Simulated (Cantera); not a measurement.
Dilute partial oxidation

A perfectly stirred reactor is fed with 1.54 % CH3OH, 2.12 % O2, 96.3 % N2, at 0.987 atm; it is held at 1275 K, and followed from long to short residence time.

Model: GRI-Mech 3.0 (53 species, 325 reactions), integrated in Cantera. GRI-Mech 3.0 was tuned for natural gas; its chemistry of methanol as a main component is partial and can be far from experiment. The temperature is held fixed by assumption; the heat of reaction is taken as removed at once.

```tsv
τ (s)	x CH3OH	x O2	x HCO	x H	x C2H	x C2H4
0.47	1.26e-6	0.000103	1.59e-8	0.000231	<1e-12	6.88e-10
0.27	1.79e-6	0.000151	2.62e-8	0.000281	<1e-12	1.24e-9
0.16	2.52e-6	0.000218	4.19e-8	0.000335	<1e-12	2.14e-9
0.092	3.66e-6	0.000322	6.92e-8	0.000398	<1e-12	3.76e-9
0.053	5.39e-6	0.000475	1.14e-7	0.000464	<1e-12	6.46e-9
0.031	7.98e-6	0.000692	1.86e-7	0.000528	1.54e-12	1.07e-8
0.018	1.21e-5	0.00101	3.05e-7	0.000588	2.31e-12	1.74e-8
0.010	1.97e-5	0.00152	5.24e-7	0.000635	3.34e-12	2.89e-8
0.0061	3.10e-5	0.00215	8.30e-7	0.000647	4.22e-12	4.43e-8
0.0035	5.64e-5	0.00320	1.41e-6	0.000600	4.76e-12	7.26e-8
```
x: mole fraction; the columns are a selection and need not sum to one.
